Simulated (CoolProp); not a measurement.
Vapour-liquid equilibrium of carbon dioxide (1) + R134a (2) at 225.8 K; x and y are mole fractions of (1).

Computed with CoolProp (multi-fluid Helmholtz-energy mixture model, Span 1996 and Tillner-Roth 1994; pair parameters Bell 2016).

```csv
x,bubble pressure (kPa),y at the bubble point,dew pressure at overall composition x (kPa),liquid density (mol/L)
0.05,63.84,0.483,36.03,14.46
0.15,?,0.773,?,15.23
0.25,207.5,0.870,?,?
0.35,285.4,0.917,51.60,16.97
0.45,362.3,0.943,?,?
0.55,436.2,0.960,72.42,19.06
0.65,507.0,0.972,90.77,20.29
0.75,576.3,0.981,121.7,21.66
0.85,646.3,0.989,185.3,23.22
0.95,719.8,?,?,25.01
```

**Question.** Fill in the missing entries.

**Answer.** 
- 0.15, bubble pressure (kPa): 131.9
- 0.15, dew pressure at overall composition x (kPa): 40.06
- 0.25, dew pressure at overall composition x (kPa): 45.11
- 0.25, liquid density (mol/L): 16.06
- 0.45, dew pressure at overall composition x (kPa): 60.26
- 0.45, liquid density (mol/L): 17.96
- 0.95, y at the bubble point: 0.996
- 0.95, dew pressure at overall composition x (kPa): 390.5

No azeotrope shows between x = 0.05 and 0.95.

The pair parameters rest on a limited set of measurements; away from them the model extrapolates. The gap from Raoult's law changes sign with composition, which may be real or a fault of the pair parameters; it wasn't checked against measurements.
